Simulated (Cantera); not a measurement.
A freely propagating, adiabatic, planar premixed flame of 4.17 % C3H8, 24.5 % O2, 71.3 % N2, equivalence ratio 0.85, unburnt at 400 K and 100000 Pa; mixture-averaged transport, grid criteria slope 0.08 and curve 0.16, no radiation.

Cantera simulation using GRI-Mech 3.0 (53 species, 325 reactions); the numbers are that mechanism's predictions, not measurements. GRI-Mech 3.0 was tuned for natural gas; its chemistry of propane as a main component is partial and can be far from experiment. Burning velocities carry a grid error of a few per cent, more on coarse grids.

Predict: laminar burning velocity; thermal thickness; peak x(HO2); peak x(C2H).


```
Property                      Value
------------------------  ---------
laminar burning velocity  99.8 cm/s
thermal thickness          0.255 mm
peak x(HO2)                0.000471
peak x(C2H)                 2.15e-6
```
